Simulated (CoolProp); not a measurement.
Computed with CoolProp (reference Helmholtz-energy equation of state, Lemmon 2005). It is a short technical equation, of lower accuracy than the large ones.

**Question.** For trans-2-butene, give the phase and the cv (kJ/(kg K)), speed of sound (m/s) at 210.75 °C and 51.3 kPa; 210.75 °C and 216 kPa; 210.75 °C and 3850 kPa.

**Answer.** 
- 210.75 °C and 51.3 kPa: gas; cv 2.09, speed of sound 276
- 210.75 °C and 216 kPa: gas; cv 2.09, speed of sound 274
- 210.75 °C and 3850 kPa: gas; cv 2.18, speed of sound 218
